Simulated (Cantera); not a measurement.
An adiabatic, constant-volume homogeneous reactor starts with 29.4 % CO, 7.65 % H2, 13.2 % O2, 49.7 % N2, at 1475 K and 900 Torr.

Model: GRI-Mech 3.0 (53 species, 325 reactions), integrated in Cantera.

Problem. Predict: time of steepest temperature rise; temperature at 4.00 s; equilibrium temperature; x(CO) at 4.00 s; x(H2) at 4.00 s; x(O2) at 4.00 s; x(H2O2) at 4.00 s; x(HO2) at 4.00 s.

Solution. 
```
Quantity                                                             Value
---------------------------------  ---------------------------------------
time of steepest temperature rise                                  19.6 µs
temperature at 4.00 s                                               2954 K
equilibrium temperature                                             2954 K
x(CO) at 4.00 s                        0.178 (gas-phase equilibrium 0.178)
x(H2) at 4.00 s                      0.0102 (gas-phase equilibrium 0.0102)
x(O2) at 4.00 s                      0.0231 (gas-phase equilibrium 0.0231)
x(H2O2) at 4.00 s                  2.18e-7 (gas-phase equilibrium 2.18e-7)
x(HO2) at 4.00 s                   7.00e-6 (gas-phase equilibrium 7.00e-6)
```
